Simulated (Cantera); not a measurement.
Charge: 1 mol C3H6, a varied amount of H2O, 30 mol H2, equilibrated at 1098.15 K and 10.0 Pa.

Cantera equilibrium calculation (NASA polynomials, part measured and part estimated; ideal gas, pure solids and liquids). Candidate condensed phases: C, C6H6, C7H8, C8H18, H2O; 110 gas species. Kinetics and transport are ignored.

x: gas mole fraction; n: condensed amount in mol.

```csv
n(H2O) (mol),x H2,x CO,x H2O,x CO2,n C(graphite)
0.067,0.998,0.00202,1.85e-8,3.72e-11,2.93
0.095,0.997,0.00286,2.62e-8,7.46e-11,2.90
0.14,0.996,?,?,?,2.86
0.19,0.994,0.00569,5.19e-8,2.95e-10,2.81
0.27,0.992,?,?,?,2.73
0.39,0.988,0.0115,1.05e-7,1.21e-9,2.61
0.55,0.984,0.0161,1.46e-7,2.37e-9,2.45
0.79,0.977,0.0228,2.05e-7,4.75e-9,2.21
1.1,0.969,0.0312,2.78e-7,8.89e-9,1.90
1.6,0.956,0.0442,3.87e-7,1.78e-8,1.40
2.3,0.939,0.0612,5.27e-7,3.41e-8,0.700
3.2,0.919,0.0761,0.00471,0.000388,0
```

Problem. Complete the blanks.

Solution. 
- 0.27, x CO: 0.00805
- 0.27, x H2O: 7.32e-8
- 0.27, x CO2: 5.90e-10
- 0.14, x CO: 0.00421
- 0.14, x H2O: 3.84e-8
- 0.14, x CO2: 1.61e-10
